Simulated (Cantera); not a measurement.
A perfectly stirred reactor is fed with H2 : O2 : N2 = 0.44 : 1 : 0.62 (molar parts), equivalence ratio 0.22, at 1.00 bar; it is held at 1275 K, and followed from long to short residence time.

Cantera simulation using GRI-Mech 3.0 (53 species, 325 reactions); the numbers are that mechanism's predictions, not measurements. The temperature is held fixed by assumption; the heat of reaction is taken as removed at once.

Task: What does this change do: temperature 1275 to 850 K?

Result: 
```json
[
 {"quantity": "x(H2) at τ = 2.50 s", "before": "4.05e-5", "after": "0.187"},
 {"quantity": "x(O2) at τ = 2.50 s", "before": "0.424", "after": "0.477"},
 {"quantity": "x(H) at τ = 2.50 s", "before": "8.71e-8", "after": "1.38e-8"},
 {"quantity": "x(NO) at τ = 2.50 s", "before": "2.48e-7", "after": "<1e-12"},
 {"quantity": "x(H2O) at τ = 2.50 s", "before": "0.239", "after": "0.0279"},
 {"quantity": "x(H2) at τ = 50.0 ms", "before": "0.000578", "after": "0.214"},
 {"quantity": "x(O2) at τ = 50.0 ms", "before": "0.424", "after": "0.485"},
 {"quantity": "x(H) at τ = 50.0 ms", "before": "4.38e-6", "after": "1.02e-11"},
 {"quantity": "x(NO) at τ = 50.0 ms", "before": "1.30e-7", "after": "<1e-12"},
 {"quantity": "x(H2O) at τ = 50.0 ms", "before": "0.238", "after": "1.18e-7"}
]
```
Below about 950 K walls govern HO2 and H2O2 in real vessels.
